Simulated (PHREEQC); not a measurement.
A PHREEQC input (ion-association model, wateq4f.dat):

```
SOLUTION 1
  temp 42
  units mg/L
  pH 6.01
  pe 1.2
  Na 0.0203
  K 0.00166
  Ca 0.00723
  Mg 0.00418
  Cl 0.0132 charge
  Li 0.1 charge
  S(6) 0.00605 as SO4
  Alkalinity 0.0661 as HCO3
  Si 9.55e-05 as SiO2
END
USE solution 1
EQUILIBRIUM_PHASES 1
  Quartz 0 0.5
  Chalcedony 0 0
  CO2(g) -3.4 10
END
```

It stops with these messages:

```
ERROR: Charge balance specified for more than one species.
ERROR: Program terminating due to input errors.
```

The fault: two constituents marked charge. The line should read `Cl 0.0132` where the input has `Cl 0.0132 charge / Li 0.1 charge`. With the mend the run ends at pH 5.77 and ionic strength 3.72e-6 mol/kgw.
